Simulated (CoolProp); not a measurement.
Properties of R143a at several states.

Model: reference Helmholtz-energy equation of state, Lemmon and Jacobsen 2000, in CoolProp.

```json
[
 {"T (°C)": "103.35", "p (MPa)": "18", "phase": "supercritical", "cp (kJ/(kg K))": "1.636", "expansivity (1/kK)": "3.934"},
 {"T (°C)": "134.25", "p (MPa)": "1.04", "phase": "gas", "cp (kJ/(kg K))": "1.185", "expansivity (1/kK)": "3.038"},
 {"T (°C)": "-61.15", "p (MPa)": "0.574", "phase": "liquid", "cp (kJ/(kg K))": "1.289", "expansivity (1/kK)": "2.176"},
 {"T (°C)": "53.75", "p (MPa)": "9.78", "phase": "liquid", "cp (kJ/(kg K))": "1.620", "expansivity (1/kK)": "4.154"}
]
```
